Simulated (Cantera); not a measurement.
A closed system holds: 1 mol (CH₃)₂SiCl₂, 0.037 mol HCl, 1300 mol H₂, at 0.0380 bar.

Equilibrium computed with Cantera from the NASA thermochemical tables; the gas is ideal and each condensed phase is pure. Candidate condensed phases: C, C₆H₆, C₇H₈, C₈H₁₈, Si, SiC; 109 gas species. The feed counts by its element totals alone. The numbers say what is thermodynamically allowed, not how fast it happens.

log p: log10 of the partial pressure in bar; n: condensed amount in mol.

```csv
T (K),log p H₂,log p H,log p HCl,log p C₂H₂ (acetylene),log p CH₄,n C(graphite),n SiC(s)
1673,-1.42,-4.65,-4.23,-5.67,-5.76,0.791,0.999
1698,-1.42,___,-4.23,___,-5.80,0.758,0.999
1723,-1.42,-4.45,-4.23,-5.46,-5.84,0.715,0.999
1748,-1.42,-4.35,-4.23,-5.37,-5.88,0.661,0.998
1773,-1.42,-4.26,-4.23,-5.28,-5.92,0.595,0.997
1798,-1.42,-4.16,-4.23,-5.18,-5.95,0.516,0.996
1823,-1.42,-4.07,-4.23,-5.10,-5.99,0.420,0.993
1848,-1.42,-3.99,-4.23,-5.01,-6.03,0.305,0.990
1873,-1.42,-3.90,-4.23,-4.93,-6.06,0.171,0.985
1898,-1.42,-3.82,-4.23,-4.85,-6.09,0.0132,0.978
1923,-1.42,___,-4.23,-4.83,___,0,0.964
1948,-1.42,-3.66,-4.23,-4.82,-6.22,0,0.943
```

### Question
What belongs in the gaps?

### Answer

- 1698, log p H: -4.55
- 1698, log p C₂H₂ (acetylene): -5.56
- 1923, log p H: -3.74
- 1923, log p CH₄: -6.16
